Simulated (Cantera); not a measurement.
Feed: 1 mol TiO₂, 2.8 mol MgCl₂, 0.21 mol O₂, equilibrated at 4.70 mbar.

Equilibrium computed with Cantera from the NASA thermochemical tables; the gas is ideal and each condensed phase is pure. Candidate condensed phases: Mg, MgCl₂, MgO, MgTiO₃, MgTi₂O₅, Mg₂TiO₄, Ti, TiCl₂, TiCl₃, TiCl₄, TiO, TiO₂, Ti₂O₃, Ti₃O₅, Ti₄O₇; 20 gas species. Mutual solubility and eutectic melting of coexisting phases are not modelled. Condensed phases not in the tables: TiOCl, alloys, solid solutions and most ternary compounds. Rates play no part.

x: gas mole fraction; n: condensed amount in mol.

| T (K) | x MgCl₂ | x Cl₂ | x Cl | x TiCl₄ | x O₂ | x TiOCl₂ | n MgCl₂(l) | n MgTiO₃(s) | n MgTi₂O₅(s) | n TiO₂(rutile) |
|---|---|---|---|---|---|---|---|---|---|---|
| 1073 | 0.194 | 0.542 | 0.0116 | 0.252 | ___ | 5.53e-9 | 1.85 | 0.807 | 0 | 0 |
| 1173 | 0.757 | 0.150 | 0.0200 | 0.0734 | ___ | 4.30e-8 | 0 | 0.807 | 0 | 0 |
| 1273 | 0.779 | 0.127 | 0.0505 | 0.0431 | ___ | 4.90e-7 | 0 | 0.433 | 0.224 | 0 |
| 1373 | 0.794 | 0.0927 | 0.102 | 0.0110 | ___ | 2.03e-6 | 0 | 0 | 0.484 | 0 |
| 1473 | 0.768 | 0.0553 | 0.167 | 0.00943 | ___ | 1.28e-5 | 0 | 0 | 0.476 | 0.0188 |
| 1573 | 0.755 | 0.0253 | 0.216 | 0.00249 | 0.000306 | 3.09e-5 | 0 | 0 | 0.434 | 0.124 |
| 1673 | 0.746 | 0.01000 | 0.242 | 0.000793 | 0.000330 | 6.78e-5 | 0 | 0 | 0.423 | 0.150 |
| 1773 | 0.742 | 0.00391 | 0.253 | 0.000298 | ___ | 0.000138 | 0 | 0 | 0.421 | 0.156 |
| 1873 | 0.740 | 0.00161 | 0.257 | 0.000128 | ___ | 0.000263 | 0 | 0 | 0.421 | 0.156 |

Task: What belongs in the gaps?

Result: 
- 1073, x O₂: 1.68e-6
- 1173, x O₂: 1.54e-6
- 1273, x O₂: 1.36e-5
- 1373, x O₂: 0.000101
- 1473, x O₂: 0.000157
- 1773, x O₂: 0.000268
- 1873, x O₂: 0.000197
